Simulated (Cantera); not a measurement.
# Equilibrium for silicon epitaxy and polysilicon growth: Si2Cl6 + H2

Feed: 1 mol Si2Cl6, 130 mol H2, at 975 Torr.

Equilibrium computed with Cantera from the NASA thermochemical tables; the gas is ideal and each condensed phase is pure. Candidate condensed phases: Si; 19 gas species. The feed counts by its element totals alone. The tables' values for SiCl3 are old estimates; treat these amounts as uncertain. The numbers say what is thermodynamically allowed, not how fast it happens.

From 948 K to 1348 K the condensed part is Si(s). The main Si-bearing gas is SiHCl3 at 948 K and SiCl2 at 1348 K. The share of Si in condensed phases is highest at 1348 K (60.4 %) and lowest at 948 K (16.3 %).

```json
[
 {"T (K)": "948", "x H2": "0.984", "x HCl": "0.00335", "x SiHCl3": "0.00670", "x SiCl4": "0.00506", "n Si(s)": "0.325"},
 {"T (K)": "998", "x H2": "0.983", "x HCl": "0.00517", "x SiHCl3": "0.00634", "x SiCl4": "0.00481", "n Si(s)": "0.393"},
 {"T (K)": "1048", "x H2": "0.981", "x HCl": "0.00760", "x SiHCl3": "0.00589", "x SiCl4": "0.00446", "n Si(s)": "0.482"},
 {"T (K)": "1098", "x H2": "0.979", "x HCl": "0.0107", "x SiHCl3": "0.00533", "x SiCl4": "0.00399", "n Si(s)": "0.592"},
 {"T (K)": "1148", "x H2": "0.976", "x HCl": "0.0143", "x SiHCl3": "0.00466", "x SiCl4": "0.00340", "n Si(s)": "0.718"},
 {"T (K)": "1198", "x H2": "0.973", "x HCl": "0.0183", "x SiHCl3": "0.00388", "x SiCl4": "0.00272", "n Si(s)": "0.855"},
 {"T (K)": "1248", "x H2": "0.970", "x HCl": "0.0225", "x SiHCl3": "0.00305", "x SiCl4": "0.00201", "n Si(s)": "0.990"},
 {"T (K)": "1298", "x H2": "0.967", "x HCl": "0.0263", "x SiHCl3": "0.00224", "x SiCl4": "0.00135", "n Si(s)": "1.11"},
 {"T (K)": "1348", "x H2": "0.965", "x HCl": "0.0295", "x SiHCl3": "0.00153", "x SiCl4": "0.000825", "n Si(s)": "1.21"}
]
```
x: gas mole fraction; n: condensed amount in mol.
